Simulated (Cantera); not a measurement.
**Diamond growth**

A diamond (100) surface in a fixed gas of H2 with x(CH4) = 0.013, x(CH3) = 0.00017, at 1225 K, 42.0 Torr; coverages are run to steady state.

Detailed kinetics in Cantera: the Harris–Goodwin 1993 mechanism for the reconstructed diamond (100) surface.

```json
[
 {"x(H)": "0.0001", "growth (µm/h)": "0.119", "θ c6HH": "0.625", "θ c6H*": "0.0278", "θ c6*H": "0.339", "θ c6**": "0.00463", "θ c6HM": "0.000978"},
 {"x(H)": "0.00021", "growth (µm/h)": "0.288", "θ c6HH": "0.541", "θ c6H*": "0.0337", "θ c6*H": "0.411", "θ c6**": "0.00965", "θ c6HM": "0.00128"},
 {"x(H)": "0.00045", "growth (µm/h)": "0.579", "θ c6HH": "0.484", "θ c6H*": "0.0374", "θ c6*H": "0.457", "θ c6**": "0.0166", "θ c6HM": "0.00156"},
 {"x(H)": "0.00096", "growth (µm/h)": "1.01", "θ c6HH": "0.452", "θ c6H*": "0.0394", "θ c6*H": "0.481", "θ c6**": "0.0234", "θ c6HM": "0.00176"},
 {"x(H)": "0.002", "growth (µm/h)": "1.63", "θ c6HH": "0.436", "θ c6H*": "0.0403", "θ c6*H": "0.492", "θ c6**": "0.0284", "θ c6HM": "0.00181"},
 {"x(H)": "0.0043", "growth (µm/h)": "2.66", "θ c6HH": "0.427", "θ c6H*": "0.0408", "θ c6*H": "0.497", "θ c6**": "0.0317", "θ c6HM": "0.00171"},
 {"x(H)": "0.0091", "growth (µm/h)": "4.18", "θ c6HH": "0.423", "θ c6H*": "0.0411", "θ c6*H": "0.500", "θ c6**": "0.0334", "θ c6HM": "0.00145"},
 {"x(H)": "0.019", "growth (µm/h)": "6.06", "θ c6HH": "0.421", "θ c6H*": "0.0413", "θ c6*H": "0.501", "θ c6**": "0.0343", "θ c6HM": "0.00108"},
 {"x(H)": "0.041", "growth (µm/h)": "7.99", "θ c6HH": "0.421", "θ c6H*": "0.0417", "θ c6*H": "0.502", "θ c6**": "0.0349", "θ c6HM": "0.000687"}
]
```
θ: site fractions in the mechanism's names (c6HH fully hydrogenated, c6H* and c6*H radical sites, c6** diradical, c6HM methylated).
